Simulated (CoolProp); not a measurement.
Vapour-liquid equilibrium of carbon dioxide (1) + ethane (2) at 274.1 K; x and y are mole fractions of (1).

Values from CoolProp's multi-fluid Helmholtz-energy mixture model, Span 1996 and Bücker 2006; pair parameters Kunz 2012.

```json
[
 {"x": "0.05", "bubble pressure, mixture model (MPa)": "?", "bubble pressure, Raoult's law (MPa)": "2.499", "y, mixture model": "0.095", "y, Raoult's law": "0.072"},
 {"x": "0.2", "bubble pressure, mixture model (MPa)": "3.208", "bubble pressure, Raoult's law (MPa)": "2.668", "y, mixture model": "?", "y, Raoult's law": "0.268"},
 {"x": "0.35", "bubble pressure, mixture model (MPa)": "3.618", "bubble pressure, Raoult's law (MPa)": "2.838", "y, mixture model": "?", "y, Raoult's law": "0.441"},
 {"x": "0.5", "bubble pressure, mixture model (MPa)": "3.890", "bubble pressure, Raoult's law (MPa)": "3.008", "y, mixture model": "?", "y, Raoult's law": "0.594"},
 {"x": "0.65", "bubble pressure, mixture model (MPa)": "4.022", "bubble pressure, Raoult's law (MPa)": "3.178", "y, mixture model": "0.666", "y, Raoult's law": "0.731"},
 {"x": "0.8", "bubble pressure, mixture model (MPa)": "?", "bubble pressure, Raoult's law (MPa)": "3.347", "y, mixture model": "0.777", "y, Raoult's law": "0.854"},
 {"x": "0.95", "bubble pressure, mixture model (MPa)": "3.744", "bubble pressure, Raoult's law (MPa)": "3.517", "y, mixture model": "0.926", "y, Raoult's law": "0.965"}
]
```

### Question
Some entries are withheld; supply them.

### Answer

- 0.05, bubble pressure, mixture model (MPa): 2.657
- 0.2, y, mixture model: 0.302
- 0.35, y, mixture model: 0.446
- 0.5, y, mixture model: 0.561
- 0.8, bubble pressure, mixture model (MPa): 3.998

The largest gap from Raoult's law is +29.3 % in bubble pressure, at x = 0.5. y crosses x between x = 0.65 and 0.8: the model has an azeotrope there.

Pair parameters are fitted to limited data, so mixtures are less certain than the pure fluids.
